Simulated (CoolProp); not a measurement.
Vapour-liquid equilibrium of R22 (1) + R152A (2) at -53.35 °C; x and y are mole fractions of (1).

The numbers come from the multi-fluid Helmholtz-energy mixture model, Kamei 1995 and Outcalt 1996; pair parameters Bell 2016 in CoolProp.

```
x     bubble pressure, mixture model (MPa)  bubble pressure, Raoult's law (MPa)  y, mixture model  y, Raoult's law
----  ------------------------------------  -----------------------------------  ----------------  ---------------
0.05                               0.02374                              0.02415             0.096            0.112
0.15                               0.02617                              0.02730                 …            0.297
0.25                                     …                              0.03046             0.413            0.444
0.35                               0.03153                              0.03362             0.539            0.564
0.45                               0.03452                              0.03678             0.649            0.663
0.55                               0.03773                              0.03994                 …            0.746
0.65                               0.04116                              0.04310             0.821            0.817
0.75                               0.04477                              0.04625             0.886            0.878
0.85                               0.04850                              0.04941             0.940            0.931
0.95                                     …                              0.05257             0.982            0.979
```

Problem. Some entries are withheld; supply them.

Solution. 
- 0.15, y, mixture model: 0.267
- 0.25, bubble pressure, mixture model (MPa): 0.02876
- 0.55, y, mixture model: 0.742
- 0.95, bubble pressure, mixture model (MPa): 0.05228

The largest gap from Raoult's law is -6.2 % in bubble pressure, at x = 0.35. No azeotrope shows between x = 0.05 and 0.95.

Pair parameters are fitted to limited data, so mixtures are less certain than the pure fluids.
